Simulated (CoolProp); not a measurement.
Vapour-liquid equilibrium of propane (1) + cyclohexane (2) at 14.45 °C; x and y are mole fractions of (1).

Values from CoolProp's multi-fluid Helmholtz-energy mixture model, Lemmon 2009 and Zhou 2014; pair parameters Bell 2016.

```json
[
 {"x": "0.05", "bubble pressure, mixture model (MPa)": "0.05216", "bubble pressure, Raoult's law (MPa)": "0.04356", "y, mixture model": "0.852", "y, Raoult's law": "0.827"},
 {"x": "0.125", "bubble pressure, mixture model (MPa)": "0.1166", "bubble pressure, Raoult's law (MPa)": "0.09701", "y, mixture model": "0.937", "y, Raoult's law": "0.929"},
 {"x": "0.2", "bubble pressure, mixture model (MPa)": "0.1781", "bubble pressure, Raoult's law (MPa)": "0.1505", "y, mixture model": "0.961", "y, Raoult's law": "0.958"},
 {"x": "0.275", "bubble pressure, mixture model (MPa)": "0.2364", "bubble pressure, Raoult's law (MPa)": "0.2039", "y, mixture model": "0.972", "y, Raoult's law": "0.972"},
 {"x": "0.35", "bubble pressure, mixture model (MPa)": "0.2913", "bubble pressure, Raoult's law (MPa)": "0.2574", "y, mixture model": "0.979", "y, Raoult's law": "0.980"},
 {"x": "0.425", "bubble pressure, mixture model (MPa)": "0.3431", "bubble pressure, Raoult's law (MPa)": "0.3108", "y, mixture model": "0.983", "y, Raoult's law": "0.985"},
 {"x": "0.5", "bubble pressure, mixture model (MPa)": "0.3922", "bubble pressure, Raoult's law (MPa)": "0.3643", "y, mixture model": "0.986", "y, Raoult's law": "0.989"},
 {"x": "0.575", "bubble pressure, mixture model (MPa)": "0.4392", "bubble pressure, Raoult's law (MPa)": "0.4177", "y, mixture model": "0.989", "y, Raoult's law": "0.992"},
 {"x": "0.65", "bubble pressure, mixture model (MPa)": "0.4850", "bubble pressure, Raoult's law (MPa)": "0.4712", "y, mixture model": "0.991", "y, Raoult's law": "0.994"},
 {"x": "0.725", "bubble pressure, mixture model (MPa)": "0.5306", "bubble pressure, Raoult's law (MPa)": "0.5246", "y, mixture model": "0.993", "y, Raoult's law": "0.996"},
 {"x": "0.8", "bubble pressure, mixture model (MPa)": "0.5772", "bubble pressure, Raoult's law (MPa)": "0.5781", "y, mixture model": "0.995", "y, Raoult's law": "0.997"},
 {"x": "0.875", "bubble pressure, mixture model (MPa)": "0.6264", "bubble pressure, Raoult's law (MPa)": "0.6315", "y, mixture model": "0.997", "y, Raoult's law": "0.998"},
 {"x": "0.95", "bubble pressure, mixture model (MPa)": "0.6805", "bubble pressure, Raoult's law (MPa)": "0.6850", "y, mixture model": "0.999", "y, Raoult's law": "0.999"}
]
```

The largest gap from Raoult's law is +20.2 % in bubble pressure, at x = 0.125. No azeotrope shows between x = 0.05 and 0.95.

Pair parameters are fitted to limited data, so mixtures are less certain than the pure fluids. The gap from Raoult's law changes sign with composition, which may be real or a fault of the pair parameters; it wasn't checked against measurements.
